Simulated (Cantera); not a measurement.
## Thermodynamics of calcination and drying, feed CsOH + H2 + O2 + H2O

Feed: 1 mol CsOH, 0.62 mol H2, 0.49 mol O2, 0.79 mol H2O, at 0.100 bar.

Method: chemical equilibrium by Gibbs-energy minimisation in Cantera with the NASA 1993 tables (ideal gas, pure condensed phases). Candidate condensed phases: Cs, CsOH, H2O; 15 gas species. Kinetics and transport are ignored.

From 1400 K to 1700 K nothing is condensed. The main Cs-bearing gas is CsOH throughout.

| T (K) | x H2O | x CsOH | x O2 | x Cs | x OH | x Cs2(OH)2 | x H2 |
|---|---|---|---|---|---|---|---|
| 1400 | 0.544 | 0.386 | 0.0695 | 9.67e-5 | 9.69e-5 | 0.000222 | 2.95e-6 |
| 1450 | 0.544 | 0.386 | 0.0695 | 0.000180 | 0.000157 | 0.000133 | 6.19e-6 |
| 1500 | 0.544 | 0.386 | 0.0695 | 0.000320 | 0.000246 | 8.26e-5 | 1.24e-5 |
| 1550 | 0.544 | 0.385 | 0.0695 | 0.000549 | 0.000375 | 5.29e-5 | 2.36e-5 |
| 1600 | 0.544 | 0.385 | 0.0695 | 0.000909 | 0.000557 | 3.48e-5 | 4.33e-5 |
| 1650 | 0.544 | 0.384 | 0.0696 | 0.00146 | 0.000807 | 2.34e-5 | 7.65e-5 |
| 1700 | 0.544 | 0.383 | 0.0697 | 0.00227 | 0.00114 | 1.61e-5 | 0.000131 |
x: gas mole fraction; nothing condenses.
